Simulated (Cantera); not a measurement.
A closed system holds: 1 mol SiC, 0.19 mol H2O, a varied amount of N2, at 1275 K and 11.0 Pa.

These are equilibrium values from Cantera (NASA tables, ideal gas, pure condensed phases), not measurements of a reactor. Candidate condensed phases: C, C6H6, C7H8, C8H18, H2O, Si, SiC, SiO2, Si2N2O, Si3N4; 151 gas species. N2 is the only nitrogen source here; it is nearly inert below about 1500 K, so the nitride shown seldom forms there in practice. Mutual solubility and eutectic melting of coexisting phases are not modelled. Kinetics and transport are ignored.

x: gas mole fraction; n: condensed amount in mol.

| n(N2) (mol) | x N2 | x H2 | x CO | x HCN | x SiO | n SiC(s) | n Si2N2O(s) |
|---|---|---|---|---|---|---|---|
| 12 | 0.974 | 0.0155 | 0.0103 | 1.68e-5 | [?] | 0.873 | 0.0633 |
| 17 | 0.982 | 0.0110 | 0.00733 | 1.27e-5 | [?] | 0.873 | 0.0633 |
| 24 | 0.987 | 0.00783 | 0.00522 | 9.60e-6 | [?] | 0.873 | 0.0633 |
| 33 | 0.990 | 0.00571 | 0.00380 | 7.40e-6 | [?] | 0.873 | 0.0633 |
| 47 | 0.993 | 0.00402 | 0.00268 | 5.54e-6 | [?] | 0.873 | 0.0632 |
| 66 | 0.995 | 0.00286 | 0.00191 | 4.18e-6 | [?] | 0.873 | 0.0632 |
| 93 | 0.997 | 0.00203 | 0.00136 | 3.15e-6 | [?] | 0.873 | 0.0631 |
| 130 | 0.998 | 0.00146 | 0.000970 | 2.39e-6 | [?] | 0.873 | 0.0631 |
| 190 | 0.998 | 0.000997 | 0.000664 | 1.74e-6 | [?] | 0.873 | 0.0630 |
| 260 | 0.999 | 0.000728 | 0.000485 | 1.34e-6 | [?] | 0.873 | 0.0629 |
| 370 | 0.999 | 0.000512 | 0.000341 | 9.99e-7 | [?] | 0.873 | 0.0627 |

Problem. Some entries are withheld; supply them.

Solution. 
- 12, x SiO: 9.45e-6
- 17, x SiO: 8.39e-6
- 24, x SiO: 7.46e-6
- 33, x SiO: 6.70e-6
- 47, x SiO: 5.95e-6
- 66, x SiO: 5.31e-6
- 93, x SiO: 4.73e-6
- 130, x SiO: 4.23e-6
- 190, x SiO: 3.73e-6
- 260, x SiO: 3.35e-6
- 370, x SiO: 2.98e-6
